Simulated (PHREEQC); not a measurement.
Synthetic water in mmol/kgw, 21 °C, pH 5.64, pe 10:

```
constituent           mmol/kgw
--------------------  --------
Na                      0.0254
K                      0.00317
Ca                     0.00783
Mg                     0.00728
Cl                      0.0109
S(6)                   0.00226
Alkalinity (meq/kgw)    0.0426
Pb                       4e-05
N(5)                  0.000405
Br                     0.00024
Si                    0.000584
```

Valence states are taken as typed.

Model: ion-association model, wateq4f.dat, run in PHREEQC.

This is a speciation only: nothing precipitates in the calculation.

### Question
Order these Pb species by the share of Pb that they hold, largest first: PbOH+, PbSO4, Pb+2, PbCO3, PbHCO3+.

### Answer
Pb+2 (95 %), PbHCO3+ (3.2 %), PbCO3 (1.3 %), PbOH+ (0.78 %), PbSO4 (0.11 %)

The pH is 5.64 and the ionic strength 7.84e-5 mol/kgw. Species that the database lacks are ignored.
